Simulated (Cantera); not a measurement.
Aluminium and copper etching: Al + Cl₂ + N₂

Input: 1 mol Al, 6.9 mol Cl₂, 12 mol N₂, held at 0.480 bar.

These are equilibrium values from Cantera (NASA tables, ideal gas, pure condensed phases), not measurements of a reactor. Candidate condensed phases: Al, AlCl₃, AlN; 11 gas species. Equilibrium is a limit: real reactors are often held back by kinetics, nucleation or transport.

From 575 K to 1225 K nothing is condensed. The main Al-bearing gas is Al₂Cl₆ at 575 K and AlCl₃ at 1225 K.

```
T (K)  log p N₂  log p Cl₂  log p AlCl₃  log p Al₂Cl₆  log p Cl
-----  --------  ---------  -----------  ------------  --------
575       -0.49      -0.84        -2.75         -1.90     -8.59
625       -0.49      -0.84        -2.34         -1.96     -7.70
675       -0.50      -0.84        -2.02         -2.07     -6.94
725       -0.50      -0.85        -1.80         -2.28     -6.29
775       -0.50      -0.85        -1.68         -2.58     -5.71
825       -0.50      -0.85        -1.62         -2.95     -5.21
875       -0.50      -0.85        -1.60         -3.33     -4.76
925       -0.50      -0.85        -1.59         -3.69     -4.36
975       -0.50      -0.85        -1.59         -4.02     -4.00
1025      -0.50      -0.85        -1.59         -4.32     -3.68
1075      -0.50      -0.85        -1.58         -4.59     -3.38
1125      -0.50      -0.85        -1.58         -4.83     -3.11
1175      -0.51      -0.85        -1.58         -5.06     -2.87
1225      -0.51      -0.86        -1.58         -5.26     -2.64
```
log p: log10 of the partial pressure in bar; nothing condenses.
